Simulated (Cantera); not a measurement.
An adiabatic, constant-pressure homogeneous reactor starts with CH₄ : O₂ : N₂ = 1 : 2.33 : 8.74 (molar parts), equivalence ratio 0.86, at 1098 K and 101000 Pa.

Model: GRI-Mech 3.0 (53 species, 325 reactions), integrated in Cantera.

### Question
Predict: time of steepest temperature rise; temperature at 4.00 s; equilibrium temperature; x(O₂) at 4.00 s; x(H) at 4.00 s; x(CO) at 4.00 s; x(H₂O₂) at 4.00 s.

### Answer
```json
{
  "time_of_steepest_temperature_rise": "0.195 s",
  "temperature at 4.00 s": "2518 K",
  "equilibrium_temperature": "2518 K",
  "x(O₂) at 4.00 s": "0.0295 (gas-phase equilibrium 0.0295)",
  "x(H) at 4.00 s": "0.00205 (gas-phase equilibrium 0.00205)",
  "x(CO) at 4.00 s": "0.0155 (gas-phase equilibrium 0.0155)",
  "x(H₂O₂) at 4.00 s": "1.91e-7 (gas-phase equilibrium 1.91e-7)"
}
```
